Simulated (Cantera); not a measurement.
# Adiabatic ignition

An adiabatic, constant-volume homogeneous reactor starts with CH4 : CO : O2 : N2 = 1 : 0.2 : 1.91 : 7.18 (molar parts), at 1175 K and 7500 Torr.

Computed with Cantera and GRI-Mech 3.0 (53 species, 325 reactions). Above 3000 K some thermodynamic fits are extrapolated.

```csv
t (s),T (K),P (bar),x CH4,x CO,x O2,x C2H2,x CH2,x HCO,x HCN
4.00e-6,1175,10.0,0.0972,0.0194,0.186,<1e-12,<1e-12,<1e-12,<1e-12
1.36e-5,1175,10.0,0.0972,0.0194,0.186,<1e-12,<1e-12,<1e-12,<1e-12
4.59e-5,1175,10.0,0.0972,0.0194,0.186,<1e-12,<1e-12,<1e-12,<1e-12
0.000156,1175,10.0,0.0972,0.0194,0.186,<1e-12,<1e-12,<1e-12,<1e-12
0.000528,1175,10.0,0.0972,0.0194,0.186,1.51e-12,<1e-12,8.54e-12,<1e-12
0.00179,1176,10.0,0.0970,0.0194,0.186,7.80e-11,<1e-12,5.46e-11,<1e-12
0.00606,1189,10.1,0.0955,0.0195,0.184,1.51e-8,5.43e-12,1.01e-9,<1e-12
0.0205,3014,26.5,<1e-12,0.0494,0.00768,<1e-12,1.11e-12,4.14e-7,3.02e-8
0.0696,3014,26.5,<1e-12,0.0494,0.00768,<1e-12,1.11e-12,4.14e-7,3.02e-8
0.236,3014,26.5,<1e-12,0.0494,0.00768,<1e-12,1.11e-12,4.14e-7,3.02e-8
0.800,3014,26.5,<1e-12,0.0494,0.00768,<1e-12,1.11e-12,4.14e-7,3.02e-8
```
x: mole fraction; the columns are a selection and need not sum to one.

```json
{
  "time_of_steepest_temperature_rise": "8.52 ms",
  "temperature at 0.800 s": "3014 K",
  "equilibrium_temperature": "3014 K",
  "x(CH4) at 0.800 s": "<1e-12 (gas-phase equilibrium <1e-12)",
  "x(CO) at 0.800 s": "0.0494 (gas-phase equilibrium 0.0494)",
  "x(O2) at 0.800 s": "0.00768 (gas-phase equilibrium 0.00768)"
}
```
